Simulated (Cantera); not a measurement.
Cantera with NASA thermochemical tables; ideal gases at 1 bar, condensed phases pure. Values are per mole of reaction as written; species without (g) are pure solids or liquids, kept so even where they would boil at 1 bar.

Problem. Between 300 and 1425 K, where is each reaction favourable under standard conditions?
- 2 HCl(g) + BaO + O(g) = Ba(OH)2 + 2 Cl(g)

Solution. 
- 2 HCl(g) + BaO + O(g) = Ba(OH)2 + 2 Cl(g): ΔG° is -169 kJ at 300 K and -34 kJ at 1425 K; it stays negative (K > 1). ΔH° is -160 kJ and ΔS° -88 J/K at 1425 K.
